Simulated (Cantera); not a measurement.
Feed: 1 mol AlN, 3.3 mol Cl₂, 39 mol H₂, at 10.0 mbar.

Cantera equilibrium calculation (NASA polynomials, part measured and part estimated; ideal gas, pure solids and liquids). Candidate condensed phases: Al, AlCl₃, AlN, NH₄Cl; 20 gas species. The tables' values for AlCl₂ are old estimates; treat these amounts as uncertain. Kinetics and transport are ignored. All values below are at 1075 °C.

Base state: H₂ 0.878, HCl 0.0868, AlCl₃ 0.0223, N₂ 0.0118, AlCl₂ 0.000827, AlCl 0.000451, H 2.17e-5 (mole fractions); condensed: gas only.

Task: What changes in the equilibrium state with this change: AlN replaced by BN?

Result: 
```csv
species,before,after
H₂,0.878,0.844
HCl,0.0868,0.156
BCl₃,0,6.58e-5
AlCl₃,0.0223,0
N₂,0.0118,3.36e-5
AlCl₂,0.000827,0
AlCl,0.000451,0
"BN(s), mol",0,0.997
```
Further candidate phases: B, BN.
